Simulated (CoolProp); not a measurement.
Model: reference Helmholtz-energy equation of state, Lemmon 2006, in CoolProp. It is a short technical equation, of lower accuracy than the large ones.

**Question.** For isohexane, give the phase and the cp (kJ/(kg K)), speed of sound (m/s), fugacity coefficient at 159.85 °C and 4.79 MPa.

**Answer.** 
- 159.85 °C and 4.79 MPa: liquid; cp 2.95, speed of sound 541, fugacity coefficient 0.216
